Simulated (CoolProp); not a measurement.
R245ca along the isotherm 123.15 °C: Z from the reference equation and from simpler models built on Tc = 174.4 °C, pc = 3941 kPa, ω = 0.355; each cubic takes its own stable root.

Computed with CoolProp (reference Helmholtz-energy equation of state, Zhou 2016).

```tsv
p (kPa)	phase	reference
6.23	gas	0.9991
12.8	gas	0.9982
26.3	gas	0.9964
54	gas	0.9926
111	gas	0.9847
228	gas	0.9681
467	gas	0.9328
960	gas	0.8517
1970	liquid	0.07361
```

Q: How far does each simpler model (van der Waals, Redlich-Kwong, Peng-Robinson) lie from the reference over these 9 states: mean and median of the absolute difference, and the worst?

A: 
- van der Waals: mean 102.0 %, median 0.4 %, worst +909.2 % at 123.15 °C and 1970 kPa
- Redlich-Kwong: mean 3.0 %, median 0.2 %, worst +23.7 % at 123.15 °C and 1970 kPa
- Peng-Robinson: mean 0.2 %, median 0.1 %, worst +1.0 % at 123.15 °C and 1970 kPa

At some of these states van der Waals gives the other phase, because its saturation line lies elsewhere.
